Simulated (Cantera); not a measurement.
Cantera with NASA thermochemical tables; ideal gases at 1 bar, condensed phases pure. Values are per mole of reaction as written; species without (g) are pure solids or liquids, kept so even where they would boil at 1 bar.

Cl(g) + HF(g) ⇌ F(g) + HCl(g)

```json
[
 {"T (K)": "2300", "ΔH° (kJ)": "(withheld)", "ΔS° (J/K)": "(withheld)", "ΔG° (kJ)": "(withheld)", "log10 K": "(withheld)"},
 {"T (K)": "2400", "ΔH° (kJ)": "139.7", "ΔS° (J/K)": "7.5", "ΔG° (kJ)": "121.8", "log10 K": "-2.65"},
 {"T (K)": "2500", "ΔH° (kJ)": "(withheld)", "ΔS° (J/K)": "(withheld)", "ΔG° (kJ)": "(withheld)", "log10 K": "(withheld)"},
 {"T (K)": "2600", "ΔH° (kJ)": "(withheld)", "ΔS° (J/K)": "(withheld)", "ΔG° (kJ)": "(withheld)", "log10 K": "(withheld)"},
 {"T (K)": "2700", "ΔH° (kJ)": "140.0", "ΔS° (J/K)": "7.6", "ΔG° (kJ)": "119.5", "log10 K": "-2.31"},
 {"T (K)": "2800", "ΔH° (kJ)": "(withheld)", "ΔS° (J/K)": "(withheld)", "ΔG° (kJ)": "(withheld)", "log10 K": "(withheld)"}
]
```

Question: Fill in the missing entries.

Answer: 
- 2300, ΔH° (kJ): 139.6
- 2300, ΔS° (J/K): 7.4
- 2300, ΔG° (kJ): 122.5
- 2300, log10 K: -2.78
- 2500, ΔH° (kJ): 139.8
- 2500, ΔS° (J/K): 7.5
- 2500, ΔG° (kJ): 121.1
- 2500, log10 K: -2.53
- 2600, ΔH° (kJ): 139.9
- 2600, ΔS° (J/K): 7.5
- 2600, ΔG° (kJ): 120.3
- 2600, log10 K: -2.42
- 2800, ΔH° (kJ): 140.1
- 2800, ΔS° (J/K): 7.6
- 2800, ΔG° (kJ): 118.8
- 2800, log10 K: -2.22
